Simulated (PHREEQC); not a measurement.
Dissolve 0.000126 mol/kgw CaSO4, 0.0085 mol/kgw Na2HPO4 and 7.3e-05 mol/kgw MgSO4 at 20 °C. Closed to the air; pH follows from the charge balance.

All values are PHREEQC results (ion-association model, wateq4f.dat), not measurements.

Problem. The ionic strength comes out as 0.0252 mol/kgw. What activity coefficients do OH-, Mg+2, SO4-2, MgPO4-, HPO4-2 get?

Solution. OH- 0.86, Mg+2 0.57, SO4-2 0.55, MgPO4- 0.86, HPO4-2 0.56.

No solid was allowed to form. Saturation is exceeded, for instance for Hydroxyapatite; the values hold only as long as no solid forms. Complexes and solids missing from the database can't appear. H3PO4, which wateq4f.dat lacks, is added to it with the constant of phreeqc.dat.
